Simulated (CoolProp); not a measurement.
Toluene along the isotherm 346.85 °C: density (kg/m³) from the reference equation and from simpler models built on Tc = 318.6 °C, pc = 41.26 bar, ω = 0.266; each cubic takes its own stable root.

Model: reference Helmholtz-energy equation of state, Lemmon 2006, in CoolProp. It is a short technical equation, of lower accuracy than the large ones.

```csv
p (bar),phase,reference
27.5,gas,64.78
55,supercritical,277.7
82.5,supercritical,457.8
110,supercritical,502.2
138,supercritical,529.9
165,supercritical,549.6
193,supercritical,566.0
220,supercritical,579.2
248,supercritical,591.0
275,supercritical,601.1
303,supercritical,610.5
330,supercritical,618.7
358,supercritical,626.6
385,supercritical,633.6
413,supercritical,640.3
```

### Question
How far does each simpler model (ideal gas, van der Waals, Redlich-Kwong, Soave-Redlich-Kwong, Peng-Robinson) lie from the reference over these 15 states: mean and median of the absolute difference, and the worst?

### Answer
- ideal gas: mean 31.6 %, median 25.0 %, worst -67.8 % at 346.85 °C and 82.5 bar
- van der Waals: mean 24.2 %, median 27.4 %, worst -27.5 % at 346.85 °C and 413 bar
- Redlich-Kwong: mean 8.0 %, median 7.6 %, worst -14.7 % at 346.85 °C and 82.5 bar
- Soave-Redlich-Kwong: mean 9.7 %, median 8.9 %, worst -17.6 % at 346.85 °C and 82.5 bar
- Peng-Robinson: mean 3.3 %, median 2.8 %, worst -9.6 % at 346.85 °C and 82.5 bar
